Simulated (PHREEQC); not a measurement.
Solution (78 °C): 0.26 mol NaH2PO4 and 0.011 mol KOH per kg of water. Closed to the air; pH follows from the charge balance.

Computed with PHREEQC (ion-association model, phreeqc.dat).

| Item | Result |
|---|---|
| pH | 5.22 |
| ionic strength | 0.280 mol/kgw |
| activity of water | 0.991 |
| specific conductance | 40700 µS/cm |
| density | 0.995 g/cm³ |
| total alkalinity | 11.0 meq/kg |

```tsv
species	molality	activity	log γ
Na+	0.259	0.183	-0.151
H2PO4-	0.248	0.175	-0.153
K+	0.0109	0.00722	-0.181
HPO4-2	0.0100	0.00232	-0.635
NaHPO4-	0.00118	0.000828	-0.153
H3PO4	0.000248	0.000264	0.028
KHPO4-	4.65e-5	3.27e-5	-0.153
H+	7.83e-6	6.01e-6	-0.115
OH-	5.95e-8	3.89e-8	-0.185
PO4-3	1.62e-8	4.29e-10	-1.578
```

Precipitation was switched off in this run. At this temperature some constants are extrapolated from 25 °C, and those without enthalpy data are left unchanged.
